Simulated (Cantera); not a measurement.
Cantera run:

```python
import numpy as np
import cantera as ct

gas_names = """
    H HO2 H2 H2O H2O2 O OH O2 O3 Si SiH SiH2 SiH3 SiH4 SiO SiO2 Si2 Si3
""".split()
cond_names = """
    H2O(s) H2O(L) Si(cr) Si(L) SiO2(Lqz) SiO2(hqz) SiO2(L)
""".split()


# ... load() reads the species with a 1 bar reference pressure and builds the phases ...
atoms = {
    'SiO2': {'Si': 1, 'O': 2},
    'H2': {'H': 2},
}
top_T = {}  # K; cautious upper limits of use, not melting points


# ... equilibrate(T, P, feed) seeds the gas with the atoms and calls Mixture.equilibrate('TP', solver="vcs", rtol=1e-11, max_steps=5000) ...
results = []
feed = {'SiO2': 1, 'H2': 1.1}  # mol
T = 748  # K
P = 49000  # Pa
mix = equilibrate(T, P, feed)
results.append((T, P, feed, dict(zip(mix.species_names, mix.species_moles))))
print(gas.report(threshold=0.001))
for i in range(1, mix.n_phases):
    print(f"{mix.phase(i).name:16s} {mix.phase_moles(i):12.5e} mol")
```

It prints:

```
       temperature   748 K
          pressure   49000 Pa
           density   0.015884 kg/m^3
  mean mol. weight   2.016 kg/kmol
   phase of matter   gas

                          1 kg             1 kmol
                     ---------------   ---------------
          enthalpy        6.5288e+06        1.3162e+07  J
   internal energy        3.4438e+06        6.9428e+06  J
           entropy             81103         1.635e+05  J/K
    Gibbs function       -5.4136e+07       -1.0914e+08  J
 heat capacity c_p             14610             29455  J/K
 heat capacity c_v             10486             21140  J/K

                      mass frac. Y      mole frac. X     chem. pot. / RT
                     ---------------   ---------------   ---------------
                H2                 1                 1           -17.549
     [  +17 minor]        3.3726e-10        3.0312e-11

Si(cr)            0.00000e+00 mol
SiO2(Lqz)         1.00000e+00 mol
```

Method: chemical equilibrium by Gibbs-energy minimisation in Cantera with the NASA 1993 tables (ideal gas, pure condensed phases).
